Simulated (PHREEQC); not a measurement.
1 kg of water holding 0.36 mol/kgw NaCl, 0.45 mol/kgw NaHCO3 and 0.03 mol/kgw Na2CO3 is evaporated at 30 °C; the solids stay in contact with the brine. CO2 is held at log p = -3.4 (atm). Only these solids could form: Halite, Nahcolite, Natron, Trona.

All values are PHREEQC results (Pitzer model, pitzer.dat), not measurements.

Q: Predict ionic strength, Cl in solution (mol/kgw) at water left (kg) = 0.5586, 0.3118, 0.2569.

A: 
| water left (kg) | ionic strength | Cl in solution (mol/kgw) |
|---|---|---|
| 0.5586 | 1.95 | 0.644 |
| 0.3118 | 3.53 | 1.15 |
| 0.2569 | 4.29 | 1.40 |

Complexes and solids missing from the database can't appear.
